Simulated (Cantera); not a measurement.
## Thermodynamics of carbothermic reduction, feed TiO₂ + C + H₂

A closed system holds: 1 mol TiO₂, 4.6 mol C, 0.57 mol H₂, at 71.0 Pa.

Method: chemical equilibrium by Gibbs-energy minimisation in Cantera with the NASA 1993 tables (ideal gas, pure condensed phases). Candidate condensed phases: C, C₆H₆, C₇H₈, C₈H₁₈, H₂O, Ti, TiC, TiO, TiO₂, Ti₂O₃, Ti₃O₅, Ti₄O₇; 113 gas species. TiC: taken at fixed stoichiometry. Condensed phases not in the tables: Magnéli phases beyond Ti₄O₇. The numbers say what is thermodynamically allowed, not how fast it happens.

| T (K) | x CO | x H₂ | x H | x C₂H₂ (acetylene) | x Ti | x C₃ | n C(graphite) | n Ti₄O₇(s) | n TiC(s) |
|---|---|---|---|---|---|---|---|---|---|
| 1025 | 0.305 | 0.695 | 1.36e-7 | 1.53e-9 | <1e-12 | <1e-12 | 4.35 | 0.250 | 0 |
| 1175 | 0.778 | 0.222 | 2.17e-6 | 1.41e-8 | <1e-12 | <1e-12 | 1.60 | 0 | 1.00 |
| 1325 | 0.778 | 0.222 | 2.89e-5 | 1.89e-7 | <1e-12 | <1e-12 | 1.60 | 0 | 1.00 |
| 1475 | 0.778 | 0.222 | 0.000229 | 1.48e-6 | 1.05e-12 | <1e-12 | 1.60 | 0 | 1.00 |
| 1625 | 0.778 | 0.221 | 0.00124 | 7.86e-6 | 1.38e-10 | <1e-12 | 1.60 | 0 | 1.00 |
| 1775 | 0.776 | 0.219 | 0.00508 | 3.11e-5 | 7.88e-9 | 7.43e-11 | 1.60 | 0 | 1.00 |
| 1925 | 0.772 | 0.212 | 0.0165 | 9.69e-5 | 2.38e-7 | 5.71e-9 | 1.60 | 0 | 1.000 |
| 2075 | 0.761 | 0.195 | 0.0441 | 0.000241 | 4.35e-6 | 2.31e-7 | 1.60 | 0 | 1.000 |
| 2225 | 0.740 | 0.162 | 0.0977 | 0.000474 | 5.35e-5 | 5.61e-6 | 1.60 | 0 | 1.000 |
| 2375 | 0.709 | 0.112 | 0.178 | 0.000698 | 0.000477 | 9.01e-5 | 1.60 | 0 | 0.999 |
x: gas mole fraction; n: condensed amount in mol.

At 1025 K the condensed part is C(graphite) + Ti₄O₇(s). From 1175 K to 2375 K the condensed part is C(graphite) + TiC(s).
